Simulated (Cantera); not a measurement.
A closed system holds: 1 mol SiO2, 0.83 mol C, 0.57 mol N2, equilibrated at 1 atm.

Method: chemical equilibrium by Gibbs-energy minimisation in Cantera with the NASA 1993 tables (ideal gas, pure condensed phases). Candidate condensed phases: C, Si, SiC, SiO2, Si2N2O, Si3N4; 34 gas species. N2 is the only nitrogen source here; it is nearly inert below about 1500 K, so the nitride shown seldom forms there in practice. Mutual solubility and eutectic melting of coexisting phases are not modelled. The tables hold silica as quartz up to 1696 K and as liquid above; real silica turns to tridymite and cristobalite and melts near 1996 K. Kinetics and transport are ignored.

Q: What share of the Si ends up in condensed phases as a function of T (°C), at 1000, 1100, 1200, 1300, 1400, 1500, 1600, 1700, 1800, 1900?

A: 
```
T (°C)  Si condensed (%)                           as
------  ----------------  ---------------------------
1000               100.0   SiO2(β-quartz) + Si2N2O(s)
1100               100.0   SiO2(β-quartz) + Si2N2O(s)
1200               100.0   SiO2(β-quartz) + Si2N2O(s)
1300               100.0   SiO2(β-quartz) + Si2N2O(s)
1400               100.0   SiO2(β-quartz) + Si2N2O(s)
1500                99.8  SiO2(condensed) + Si2N2O(s)
1600                98.9  SiO2(condensed) + Si2N2O(s)
1700                94.4  SiO2(condensed) + Si2N2O(s)
1800                69.9          SiO2(l) + Si2N2O(s)
1900                17.0                      SiO2(l)
```
